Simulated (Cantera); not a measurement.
An adiabatic, constant-pressure homogeneous reactor starts with CO : H₂ : O₂ : N₂ = 0.69 : 0.48 : 0.617 : 2.32 (molar parts), at 1550 K and 5.20 bar.

Cantera simulation using GRI-Mech 3.0 (53 species, 325 reactions); the numbers are that mechanism's predictions, not measurements. The hydrogen kinetics of GRI-Mech 3.0 are dated; newer H2 mechanisms differ, most at raised pressure.

Question: Predict: time of steepest temperature rise; temperature at 2.00 s; equilibrium temperature; x(CO) at 2.00 s; x(H₂) at 2.00 s; x(O₂) at 2.00 s; x(H₂O) at 2.00 s; x(OH) at 2.00 s; x(H) at 2.00 s.

Answer: 
* **time of steepest temperature rise**: 2.97 µs
* **temperature at 2.00 s**: 2910 K
* **equilibrium temperature**: 2910 K
* **x(CO) at 2.00 s**: 0.0680 (gas-phase equilibrium 0.0680)
* **x(H₂) at 2.00 s**: 0.00870 (gas-phase equilibrium 0.00870)
* **x(O₂) at 2.00 s**: 0.0327 (gas-phase equilibrium 0.0327)
* **x(H₂O) at 2.00 s**: 0.109 (gas-phase equilibrium 0.109)
* **x(OH) at 2.00 s**: 0.0189 (gas-phase equilibrium 0.0189)
* **x(H) at 2.00 s**: 0.00489 (gas-phase equilibrium 0.00489)
